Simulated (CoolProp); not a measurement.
Vapour-liquid equilibrium of n-butane (1) + R245fa (2) at 350.7 K; x and y are mole fractions of (1).

Values from CoolProp's multi-fluid Helmholtz-energy mixture model, Bücker 2006 and Akasaka 2015; pair parameters Bell 2016.

```csv
x,bubble pressure (MPa),y at the bubble point,dew pressure at overall composition x (MPa),liquid density (mol/L)
0.05,0.8469,0.144,0.7759,8.720
0.15,1.004,0.317,0.8520,8.574
0.25,1.104,0.417,0.9394,8.444
0.35,1.166,0.484,1.037,8.337
0.45,1.202,0.535,1.136,8.264
0.55,1.219,0.580,1.209,8.233
0.65,1.219,0.627,1.214,8.250
0.75,1.200,0.682,1.158,8.317
0.85,1.150,0.761,1.080,8.432
0.95,1.045,0.892,0.9981,8.585
```

y crosses x between x = 0.55 and 0.65: the model has an azeotrope there.

Pair parameters are fitted to limited data, so mixtures are less certain than the pure fluids.
